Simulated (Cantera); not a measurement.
What does this Cantera script print?

```python
import numpy as np
import cantera as ct

gas = ct.Solution("gri30.yaml")
gas.TPX = 325, 540000, {'CH3OH': 1, 'O2': 2.59, 'N2': 9.72}
inlet = ct.Reservoir(gas, clone=True)
gas.equilibrate("HP")  # start burning
reactor = ct.IdealGasConstPressureReactor(gas, energy="on", clone=False)
exhaust = ct.Reservoir(gas, clone=True)
tau = [0.02, 0.0097, 0.0046, 0.0022, 0.0011, 0.00051, 0.00025, 0.00012, 5.6e-05][0]
for a, b in ((inlet, reactor), (reactor, exhaust)):
    ct.MassFlowController(a, b, mdot=lambda t: reactor.mass / tau)
net = ct.ReactorNet([reactor])
show = ['CH3OH', 'O2', 'H2O2', 'H2O', 'NO', 'CO']

rows = []
print(f"{'tau/s':>10s}{'T/K':>9s}" + "".join(f"{s:>11s}" for s in show))
for tau in [0.02, 0.0097, 0.0046, 0.0022, 0.0011, 0.00051, 0.00025, 0.00012, 5.6e-05]:
    net.initial_time = 0.0
    net.advance(30 * tau)
    before = gas.X
    net.advance(40 * tau)
    drift = np.max(np.abs(gas.X - before) / (gas.X + 1e-9))
    rows.append([gas.T, *gas[show].X, drift])
    print(f"{tau:10.3e}{gas.T:9.1f}" + "".join(f"{x:11.3e}" for x in gas[show].X))
```

Output:

```
     tau/s      T/K      CH3OH         O2       H2O2        H2O         NO         CO
 2.000e-02   1700.9  9.411e-06  7.903e-02  2.615e-07  1.444e-01  3.728e-06  4.848e-04
 9.700e-03   1697.5  1.598e-05  7.917e-02  3.648e-07  1.443e-01  3.546e-06  8.220e-04
 4.600e-03   1691.8  2.765e-05  7.945e-02  5.172e-07  1.441e-01  3.244e-06  1.427e-03
 2.200e-03   1682.2  4.838e-05  7.998e-02  7.391e-07  1.438e-01  2.715e-06  2.501e-03
 1.100e-03   1665.8  8.579e-05  8.095e-02  1.076e-06  1.433e-01  2.004e-06  4.402e-03
 5.100e-04   1615.9  2.211e-04  8.424e-02  2.385e-06  1.422e-01  8.602e-07  1.046e-02
 2.500e-04    325.0  7.513e-02  1.946e-01  3.976e-17  7.277e-15  8.980e-23  1.054e-15
 1.200e-04    325.0  7.513e-02  1.946e-01  1.497e-18  2.741e-16  3.382e-24  3.971e-17
 5.600e-05    325.0  7.513e-02  1.946e-01  1.984e-21  3.631e-19  4.481e-27  5.261e-20
```

Cantera simulation using GRI-Mech 3.0 (53 species, 325 reactions); the numbers are that mechanism's predictions, not measurements. GRI-Mech 3.0 was tuned for natural gas; its chemistry of methanol as a main component is partial and can be far from experiment.
